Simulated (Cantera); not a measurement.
A closed system holds: 1 mol Si2Cl6, 0.083 mol HCl, a varied amount of N2, equilibrated at 625 °C and 1 atm.

Equilibrium computed with Cantera from the NASA thermochemical tables; the gas is ideal and each condensed phase is pure. Candidate condensed phases: NH4Cl, Si, Si3N4; 28 gas species. The feed counts by its element totals alone. N2 is the only nitrogen source here; it is nearly inert below about 1500 K, so the nitride shown seldom forms there in practice. Kinetics and transport are ignored.

log p: log10 of the partial pressure in bar; n: condensed amount in mol.

| n(N2) (mol) | log p N2 | log p SiCl4 | log p HCl | log p H2 | log p SiHCl3 | n Si3N4(s) |
|---|---|---|---|---|---|---|
| 25 | -0.02 | -1.24 | -2.50 | -4.54 | -5.83 | 0.167 |
| 36 | -0.01 | ? | ? | ? | ? | 0.167 |
| 50 | -0.01 | -1.53 | -2.79 | -4.98 | -6.27 | 0.167 |
| 72 | 0.00 | -1.68 | -2.94 | -5.21 | -6.50 | 0.167 |
| 100 | 0.00 | ? | ? | ? | ? | 0.167 |
| 140 | 0.00 | -1.97 | -3.23 | -5.63 | -6.93 | 0.167 |
| 200 | 0.00 | -2.12 | -3.38 | -5.86 | -7.16 | 0.167 |

### Question
Some entries are withheld; supply them.

### Answer

- 36, log p SiCl4: -1.39
- 36, log p HCl: -2.65
- 36, log p H2: -4.77
- 36, log p SiHCl3: -6.06
- 100, log p SiCl4: -1.82
- 100, log p HCl: -3.08
- 100, log p H2: -5.42
- 100, log p SiHCl3: -6.71
